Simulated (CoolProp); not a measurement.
R365MFC along the isotherm 362.5 K: Z from the reference equation and from simpler models built on Tc = 460.0 K, pc = 3.266 MPa, ω = 0.377; each cubic takes its own stable root.

Computed with CoolProp (reference Helmholtz-energy equation of state, Lemmon 2016).

```
p (MPa)   phase  reference
-------  ------  ---------
0.148       gas     0.9619
0.297       gas     0.9195
0.594    liquid    0.02639
0.742    liquid    0.03294
0.891    liquid    0.03953
1.04     liquid    0.04610
1.19     liquid    0.05272
1.34     liquid    0.05932
1.48     liquid    0.06547
1.63     liquid    0.07205
```

Task: How far does each simpler model (van der Waals, Redlich-Kwong, Soave-Redlich-Kwong, Peng-Robinson) lie from the reference over these 10 states: mean and median of the absolute difference, and the worst?

Result: 
- van der Waals: mean 972.3 %, median 67.4 %, worst +3292.6 % at 362.5 K and 0.594 MPa
- Redlich-Kwong: mean 330.0 %, median 17.4 %, worst +3174.7 % at 362.5 K and 0.594 MPa
- Soave-Redlich-Kwong: mean 7.8 %, median 9.6 %, worst +9.9 % at 362.5 K and 0.594 MPa
- Peng-Robinson: mean 2.7 %, median 3.3 %, worst -3.4 % at 362.5 K and 1.63 MPa

At some of these states van der Waals, Redlich-Kwong gives the other phase, because its saturation line lies elsewhere.
